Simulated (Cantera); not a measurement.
What does this Cantera script print?

```python
import numpy as np
import cantera as ct

gas_names = """
    H HO2 H2 H2O H2O2 Mg MgH MgO MgOH MgO2H2 Mg2 O OH O2 O3
""".split()
cond_names = """
    H2O(s) H2O(L) Mg(cr) Mg(L) MgO(s) MgO(L) MgO2H2(s)
""".split()


# ... load() reads the species with a 1 bar reference pressure and builds the phases ...
atoms = {
    'Mg(OH)2': {'Mg': 1, 'O': 2, 'H': 2},
    'H2': {'H': 2},
    'O2': {'O': 2},
}
top_T = {}  # K; cautious upper limits of use, not melting points


# ... equilibrate(T, P, feed) seeds the gas with the atoms and calls Mixture.equilibrate('TP', solver="vcs", rtol=1e-11, max_steps=5000) ...
results = []
feed = {'Mg(OH)2': 1, 'H2': 1.2, 'O2': 0.34}  # mol
T = 850  # K
P = 100000  # Pa
mix = equilibrate(T, P, feed)
results.append((T, P, feed, dict(zip(mix.species_names, mix.species_moles))))
print(gas.report(threshold=0.0001))
for i in range(1, mix.n_phases):
    print(f"{mix.phase(i).name:16s} {mix.phase_moles(i):12.5e} mol")
```

Output:

```
       temperature   850 K
          pressure   1e+05 Pa
           density   0.2014 kg/m^3
  mean mol. weight   14.233 kg/kmol
   phase of matter   gas

                          1 kg             1 kmol
                     ---------------   ---------------
          enthalpy       -1.1635e+07        -1.656e+08  J
   internal energy       -1.2131e+07       -1.7267e+08  J
           entropy             15134        2.1541e+05  J/K
    Gibbs function       -2.4499e+07        -3.487e+08  J
 heat capacity c_p            2606.2             37095  J/K
 heat capacity c_v            2022.1             28781  J/K

                      mass frac. Y      mole frac. X     chem. pot. / RT
                     ---------------   ---------------   ---------------
                H2          0.033478           0.23636           -18.559
               H2O           0.96652           0.76364           -58.868
     [  +13 minor]        7.6319e-13        9.9886e-12

Mg(cr)            0.00000e+00 mol
MgO(s)            1.00000e+00 mol
MgO2H2(s)         0.00000e+00 mol
```

Method: chemical equilibrium by Gibbs-energy minimisation in Cantera with the NASA 1993 tables (ideal gas, pure condensed phases).
